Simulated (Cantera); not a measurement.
## Hydrogen reduction and annealing atmospheres: Ta2O5 + H2

A closed system holds: 1 mol Ta2O5, a varied amount of H2, held at 1273 K and 800 Pa.

These are equilibrium values from Cantera (NASA tables, ideal gas, pure condensed phases), not measurements of a reactor. Candidate condensed phases: H2O, Ta, Ta2O5; 12 gas species. Mutual solubility and eutectic melting of coexisting phases are not modelled. Condensed phases not in the tables: N, O or C dissolved in the metal. The numbers say what is thermodynamically allowed, not how fast it happens.

At 34 mol H2 the condensed part is Ta2O5(s). From 48 mol H2 to 1100 mol H2 the condensed part is Ta(s) + Ta2O5(s).

| n(H2) (mol) | x H2 | x H2O | x H | n Ta2O5(s) | n Ta(s) |
|---|---|---|---|---|---|
| 34 | 1.000 | 1.07e-5 | 7.97e-6 | 1.000 | 0 |
| 48 | 1.000 | 1.07e-5 | 7.97e-6 | 1.000 | 0.000205 |
| 68 | 1.000 | 1.07e-5 | 7.97e-6 | 1.000 | 0.000290 |
| 96 | 1.000 | 1.07e-5 | 7.97e-6 | 1.000 | 0.000410 |
| 140 | 1.000 | 1.07e-5 | 7.97e-6 | 1.000 | 0.000598 |
| 190 | 1.000 | 1.07e-5 | 7.97e-6 | 1.000 | 0.000812 |
| 280 | 1.000 | 1.07e-5 | 7.97e-6 | 0.999 | 0.00120 |
| 390 | 1.000 | 1.07e-5 | 7.97e-6 | 0.999 | 0.00167 |
| 560 | 1.000 | 1.07e-5 | 7.97e-6 | 0.999 | 0.00239 |
| 790 | 1.000 | 1.07e-5 | 7.97e-6 | 0.998 | 0.00337 |
| 1100 | 1.000 | 1.07e-5 | 7.97e-6 | 0.998 | 0.00470 |
x: gas mole fraction; n: condensed amount in mol.
